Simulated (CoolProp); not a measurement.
The fluid at 293.15 K and 0.321 MPa (stagnation) flows isentropically through a choked orifice. The same conditions are run with several fluids, on thermodynamics alone (safety and materials aside).

Computed with CoolProp (reference Helmholtz-energy equation of state of each fluid (propylene: Lemmon 2013; R410A: Lemmon 2003; R143a: Lemmon and Jacobsen 2000; CH2F2 (R32): Tillner-Roth 1997; R134a: Tillner-Roth 1994)). Blends and air are pseudo-pure fits.

```tsv
fluid	throat to inlet pressure ratio	mass flux (kg/(m² s))	throat temperature (K)
propylene	0.576	869	271.2
R410A	0.571	1150	269.1
R143a	0.584	1220	275.1
CH2F2 (R32)	0.554	995	260.0
R134a	0.588	1340	276.4
```
